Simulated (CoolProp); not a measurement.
A single-stage vapour-compression cycle with R142b: evaporating at 278.15 K (dew point), condensing at 345.15 K (bubble point), superheat 0 K, subcooling 5 K, compressor efficiency 0.8, no pressure losses. Each further row changes one setting.

Model: reference Helmholtz-energy equation of state, Lemmon 2006, in CoolProp. It is a short technical equation, of lower accuracy than the large ones.

```csv
case,cooling COP,pressure ratio,discharge temperature (K),refrigerating effect (kJ/kg),volumetric capacity (kJ/m³)
as stated,(withheld),6.67,356.5,131,1050
evaporating temperature 283.15 K,(withheld),(withheld),(withheld),134,1270
condensing temperature 340.15 K,2.75,5.95,351.2,138,1110
subcooling 10 K,2.58,6.67,356.5,138,1110
superheat 10 K,(withheld),6.67,366.6,(withheld),1070
compressor efficiency 0.7,2.14,6.67,363.4,131,1050
```

Q: Some entries are withheld; supply them.

A: 
- as stated, cooling COP: 2.44
- evaporating temperature 283.15 K, cooling COP: 2.76
- evaporating temperature 283.15 K, pressure ratio: 5.59
- evaporating temperature 283.15 K, discharge temperature (K): 355.0
- superheat 10 K, cooling COP: 2.48
- superheat 10 K, refrigerating effect (kJ/kg): 140
